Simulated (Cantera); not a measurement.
An isothermal, constant-pressure homogeneous reactor starts with 87.0 % NH3, 13.0 % N2, at 1525 K and 0.0109 atm.

Detailed kinetics in Cantera: the gas-phase N/H chemistry of the illustrative SiF4/NH3 mechanism in the Surface Chemkin manual (1991). Walls and surfaces, which speed up NH3 decomposition in real reactors, are not modelled.

Predict: x(NH3) at 20.0 s; x(N2H4) at 20.0 s; x(H2) at 20.0 s; x(H) at 20.0 s; x(N2H2) at 20.0 s.


| Property | Value |
|---|---|
| x(NH3) at 20.0 s | 0.824 (gas-phase equilibrium 2.00e-7) |
| x(N2H4) at 20.0 s | 8.40e-9 (gas-phase equilibrium <1e-12) |
| x(H2) at 20.0 s | 0.0362 (gas-phase equilibrium 0.698) |
| x(H) at 20.0 s | 1.96e-6 (gas-phase equilibrium 0.000190) |
| x(N2H2) at 20.0 s | 1.43e-6 (gas-phase equilibrium <1e-12) |
